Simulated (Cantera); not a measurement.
# Premixed flame

A freely propagating, adiabatic, planar premixed flame of 27.7 % H2, 16.5 % O2, 55.9 % N2, unburnt at 675 K and 2.10 bar; mixture-averaged transport, grid criteria slope 0.08 and curve 0.16, no radiation.

Cantera simulation using the H2/O2 subset of GRI-Mech 3.0, which has no nitrogen chemistry; the numbers are that mechanism's predictions, not measurements. The hydrogen kinetics of GRI-Mech 3.0 are dated; newer H2 mechanisms differ, most at raised pressure. Burning velocities carry a grid error of a few per cent, more on coarse grids.

```json
[
 {"z (mm)": "-0.541", "T (K)": "675", "u (m/s)": "9.10", "x H2": "0.277", "x O2": "0.165", "x H2O": "<1e-8", "x O": "<1e-8", "x H": "<1e-8", "x OH": "<1e-8"},
 {"z (mm)": "-0.361", "T (K)": "675", "u (m/s)": "9.10", "x H2": "0.277", "x O2": "0.165", "x H2O": "<1e-8", "x O": "<1e-8", "x H": "<1e-8", "x OH": "<1e-8"},
 {"z (mm)": "-0.271", "T (K)": "675", "u (m/s)": "9.10", "x H2": "0.277", "x O2": "0.165", "x H2O": "<1e-8", "x O": "<1e-8", "x H": "<1e-8", "x OH": "<1e-8"},
 {"z (mm)": "-0.180", "T (K)": "675", "u (m/s)": "9.10", "x H2": "0.276", "x O2": "0.165", "x H2O": "5.30e-7", "x O": "<1e-8", "x H": "5.75e-8", "x OH": "<1e-8"},
 {"z (mm)": "-0.0902", "T (K)": "691", "u (m/s)": "9.26", "x H2": "0.271", "x O2": "0.165", "x H2O": "0.000739", "x O": "9.77e-6", "x H": "0.000142", "x OH": "4.76e-5"},
 {"z (mm)": "-0.0451", "T (K)": "891", "u (m/s)": "11.6", "x H2": "0.236", "x O2": "0.161", "x H2O": "0.0198", "x O": "0.000467", "x H": "0.00489", "x OH": "0.00100"},
 {"z (mm)": "0", "T (K)": "1334", "u (m/s)": "16.8", "x H2": "0.137", "x O2": "0.121", "x H2O": "0.107", "x O": "0.00622", "x H": "0.0287", "x OH": "0.00510"},
 {"z (mm)": "0.0451", "T (K)": "1665", "u (m/s)": "20.7", "x H2": "0.0581", "x O2": "0.0669", "x H2O": "0.199", "x O": "0.0140", "x H": "0.0434", "x OH": "0.0135"},
 {"z (mm)": "0.0902", "T (K)": "1833", "u (m/s)": "22.6", "x H2": "0.0390", "x O2": "0.0495", "x H2O": "0.228", "x O": "0.0155", "x H": "0.0392", "x OH": "0.0182"},
 {"z (mm)": "0.180", "T (K)": "2010", "u (m/s)": "24.5", "x H2": "0.0334", "x O2": "0.0431", "x H2O": "0.244", "x O": "0.0133", "x H": "0.0283", "x OH": "0.0212"},
 {"z (mm)": "0.361", "T (K)": "2181", "u (m/s)": "26.3", "x H2": "0.0283", "x O2": "0.0391", "x H2O": "0.258", "x O": "0.00987", "x H": "0.0178", "x OH": "0.0221"},
 {"z (mm)": "0.721", "T (K)": "2333", "u (m/s)": "27.8", "x H2": "0.0216", "x O2": "0.0356", "x H2O": "0.274", "x O": "0.00656", "x H": "0.00981", "x OH": "0.0210"},
 {"z (mm)": "1.44", "T (K)": "2450", "u (m/s)": "29.0", "x H2": "0.0148", "x O2": "0.0330", "x H2O": "0.288", "x O": "0.00402", "x H": "0.00484", "x OH": "0.0184"}
]
```
x: mole fraction of selected species; z is measured from the peak of heat release.

```yaml
laminar_burning_velocity: 910 cm/s
thermal_thickness: 0.180 mm
peak x(O): 0.0156
peak x(H): 0.0435
peak x(OH): 0.0221
grid_points: 125
```
